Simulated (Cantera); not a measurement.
Cantera run:

```python
import numpy as np
import cantera as ct

gas_names = [...]  # 110 gases of nasa_gas.yaml made of C, H, O
cond_names = """
    C(gr) C6H6(L) C7H8(L) C8H18(L),n-octa H2O(s) H2O(L)
""".split()


# ... load() reads the species with a 1 bar reference pressure and builds the phases ...
atoms = {
    'C3H6': {'C': 3, 'H': 6},
    'CO2': {'C': 1, 'O': 2},
    'H2': {'H': 2},
}
top_T = {'C(gr)': 4500}  # K; cautious upper limits of use, not melting points


# ... equilibrate(T, P, feed) seeds the gas with the atoms and calls Mixture.equilibrate('TP', solver="vcs", rtol=1e-11, max_steps=5000) ...
results = []
feed = {'C3H6': 1, 'CO2': 3.1, 'H2': 1.4}  # mol
T = 923.15  # K
for P in [10, 100, 1000, 10000, 100000, 1000000, 10000000]:
    mix = equilibrate(T, P, feed)
    results.append((T, P, feed, dict(zip(mix.species_names, mix.species_moles))))
    x = sorted(zip(gas.X, gas.species_names), reverse=True)
    print(f"T = {T:g} K  P = {P:g} Pa  gas = {mix.phase_moles(0):.4g} mol")
    print("   x: " + "  ".join(f"{s} {v:.3e}" for v, s in x if v > 0.001))
    print("   condensed (mol): " + ("  ".join(f"{mix.phase(i).name} {mix.phase_moles(i):.4g}"
          for i in range(1, mix.n_phases) if mix.phase_moles(i) > 1e-12) or "none"))
```

It prints:

```
T = 923.15 K  P = 10 Pa  gas = 10.5 mol
   x: CO 5.739e-01  H2 4.165e-01  CO2 7.026e-03  H2O 2.498e-03
   condensed (mol): none
T = 923.15 K  P = 100 Pa  gas = 10.5 mol
   x: CO 5.739e-01  H2 4.165e-01  CO2 7.030e-03  H2O 2.500e-03
   condensed (mol): none
T = 923.15 K  P = 1000 Pa  gas = 10.45 mol
   x: CO 5.692e-01  H2 4.165e-01  CO2 1.018e-02  H2O 3.652e-03
   condensed (mol): C(gr) 0.04039
T = 923.15 K  P = 10000 Pa  gas = 9.588 mol
   x: CO 4.744e-01  H2 4.200e-01  CO2 7.075e-02  H2O 3.069e-02  CH4 4.096e-03
   condensed (mol): C(gr) 0.8334
T = 923.15 K  P = 100000 Pa  gas = 7.687 mol
   x: H2 3.663e-01  CO 2.548e-01  CO2 2.040e-01  H2O 1.437e-01  CH4 3.116e-02
   condensed (mol): C(gr) 2.334
T = 923.15 K  P = 1e+06 Pa  gas = 6.241 mol
   x: H2O 3.056e-01  CO2 2.954e-01  H2 2.047e-01  CH4 9.731e-02  CO 9.694e-02
   condensed (mol): C(gr) 3.044
T = 923.15 K  P = 1e+07 Pa  gas = 5.617 mol
   x: H2O 4.032e-01  CO2 3.340e-01  CH4 1.498e-01  H2 8.033e-02  CO 3.260e-02
   condensed (mol): C(gr) 3.199
```

Equilibrium computed with Cantera from the NASA thermochemical tables; the gas is ideal and each condensed phase is pure. The ideal-gas law is rough above about 30 bar.
